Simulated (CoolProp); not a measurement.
Hydrogen chloride along the isotherm 341.6 K: fugacity coefficient from the reference equation and from simpler models built on Tc = 324.7 K, pc = 8.314 MPa, ω = 0.130; each cubic takes its own stable root.

Values from CoolProp's reference Helmholtz-energy equation of state, Thol 2018.

| p (MPa) | phase | reference |
|---|---|---|
| 0.131 | gas | 0.9950 |
| 0.27 | gas | 0.9896 |
| 0.554 | gas | 0.9788 |
| 1.14 | gas | 0.9567 |
| 2.34 | gas | 0.9121 |
| 4.8 | gas | 0.8239 |
| 9.86 | supercritical | 0.6498 |
| 20.2 | supercritical | 0.4006 |
| 41.6 | supercritical | 0.2727 |

Problem. How far does each simpler model (van der Waals, Redlich-Kwong) lie from the reference over these 9 states: mean and median of the absolute difference, and the worst?

Solution. 
- van der Waals: mean 6.0 %, median 1.6 %, worst +30.4 % at 341.6 K and 41.6 MPa
- Redlich-Kwong: mean 2.9 %, median 0.7 %, worst +13.6 % at 341.6 K and 41.6 MPa
